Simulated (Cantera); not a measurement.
## Stirred combustor or abatement burner

A perfectly stirred reactor is fed with 4.38 % CH₄, 7.98 % O₂, 87.6 % N₂, at 1.00 bar; it is adiabatic with a 525 K inlet, and is followed from long to short residence time, starting on the burning branch (τ in s: 0.42, 0.15, 0.055, 0.02, 0.0071, 0.0025, 0.00092, 0.00033, 0.00012, 4.2e-05).

Model: GRI-Mech 3.0 (53 species, 325 reactions), integrated in Cantera.

```tsv
τ (s)	T (K)	x CH₄	x O₂	x HO₂	x H₂	x N₂O	x H₂O₂	x H
0.42	1416	0.000633	0.00140	5.03e-7	0.00590	1.03e-8	4.94e-9	2.61e-5
0.15	1400	0.000782	0.00249	1.07e-6	0.00593	1.71e-8	1.06e-8	4.14e-5
0.055	525	0.0438	0.0798	<1e-12	<1e-12	<1e-12	<1e-12	<1e-12
0.020	525	0.0438	0.0798	<1e-12	<1e-12	<1e-12	<1e-12	<1e-12
0.0071	525	0.0438	0.0798	<1e-12	<1e-12	<1e-12	<1e-12	<1e-12
0.0025	525	0.0438	0.0798	<1e-12	<1e-12	<1e-12	<1e-12	<1e-12
0.00092	525	0.0438	0.0798	<1e-12	<1e-12	<1e-12	<1e-12	<1e-12
0.00033	525	0.0438	0.0798	<1e-12	<1e-12	<1e-12	<1e-12	<1e-12
0.00012	525	0.0438	0.0798	<1e-12	<1e-12	<1e-12	<1e-12	<1e-12
4.2e-5	525	0.0438	0.0798	<1e-12	<1e-12	<1e-12	<1e-12	<1e-12
```
x: mole fraction; the columns are a selection and need not sum to one.
